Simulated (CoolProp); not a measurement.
Values from CoolProp's reference Helmholtz-energy equation of state, Aleksandrov 2011. It is a short technical equation, of lower accuracy than the large ones.

Problem. Give the vapour pressure (MPa), liquid density (kg/m³), vapour density (kg/m³), enthalpy of vaporisation (kJ/kg) of saturated n-undecane at 405.8, 424.7 K.

Solution. 
```csv
T (K),p (MPa),liquid density (kg/m³),vapour density (kg/m³),enthalpy of vaporisation (kJ/kg)
405.8,0.0159,653,0.750,302
424.7,0.0297,638,1.36,291
```
